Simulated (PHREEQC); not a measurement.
A solution holds 0.015 mol KCl per kg of water, at 20 °C. Closed to the air; pH follows from the charge balance.

Model: ion-association model, phreeqc.dat, run in PHREEQC.

No solid was allowed to form.

**Question.** Predict the specific conductance.

**Answer.** specific conductance 1840 µS/cm.
